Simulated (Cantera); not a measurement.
Feed: 1 mol Si3N4, 85 mol HCl, 8.8 mol N2, 2.2 mol O2, equilibrated at 1375 K and 1.00 bar.

Equilibrium computed with Cantera from the NASA thermochemical tables; the gas is ideal and each condensed phase is pure. Candidate condensed phases: H2O, NH4Cl, Si, SiO2, Si2N2O, Si3N4; 47 gas species. The tables' values for SiCl3 are old estimates; treat these amounts as uncertain. The tables hold silica as quartz up to 1696 K and as liquid above; real silica turns to tridymite and cristobalite and melts near 1996 K. Kinetics and transport are ignored.

### Question
What is the equilibrium state?

### Answer
| Property | Value |
|---|---|
| x(HCl) | 0.861 |
| x(N2) | 0.114 |
| x(H2) | 0.0168 |
| x(SiCl4) | 0.00843 |
| x(H2O) | 0.000135 |
| x(SiCl3) | 4.60e-5 |
| x(Cl) | 1.88e-5 |
| x(SiHCl3) | 1.05e-5 |
| x(SiCl2) | 1.15e-6 |
| n(SiO2(β-quartz)) | 2.19 mol |
| gas amount | 95.00 mol |
| log10 activity of Si(s) (absent) | -8.04 |
